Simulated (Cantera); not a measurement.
A closed system holds: 1 mol n-butane, 1.4 mol H2, at 248 Torr.

Equilibrium computed with Cantera from the NASA thermochemical tables; the gas is ideal and each condensed phase is pure. Candidate condensed phases: C, C6H6, C7H8, C8H18; 76 gas species. The numbers say what is thermodynamically allowed, not how fast it happens.

x: gas mole fraction; n: condensed amount in mol.

| T (K) | x H2 | x H | x C2H2 (acetylene) | x C2H | x C3 | x C4H2 | n C(graphite) |
|---|---|---|---|---|---|---|---|
| 2748 | 0.865 | 0.110 | 0.0242 | 0.000355 | 4.98e-5 | 0.000281 | 3.66 |
| 2798 | 0.841 | (withheld) | (withheld) | (withheld) | (withheld) | (withheld) | 3.60 |
| 2848 | 0.815 | 0.152 | 0.0318 | 0.000809 | 0.000171 | 0.000518 | 3.53 |
| 2898 | 0.785 | 0.176 | 0.0359 | 0.00119 | 0.000306 | 0.000686 | 3.45 |
| 2948 | 0.753 | (withheld) | (withheld) | (withheld) | (withheld) | (withheld) | 3.36 |
| 2998 | 0.719 | 0.232 | 0.0445 | 0.00245 | 0.000925 | 0.00115 | 3.26 |
| 3048 | 0.682 | 0.262 | 0.0486 | 0.00344 | 0.00156 | 0.00145 | 3.14 |

Problem. Some entries are withheld; supply them.

Solution. 
- 2798, x H: 0.130
- 2798, x C2H2 (acetylene): 0.0279
- 2798, x C2H: 0.000541
- 2798, x C3: 9.34e-5
- 2798, x C4H2: 0.000385
- 2948, x H: 0.203
- 2948, x C2H2 (acetylene): 0.0402
- 2948, x C2H: 0.00172
- 2948, x C3: 0.000538
- 2948, x C4H2: 0.000894
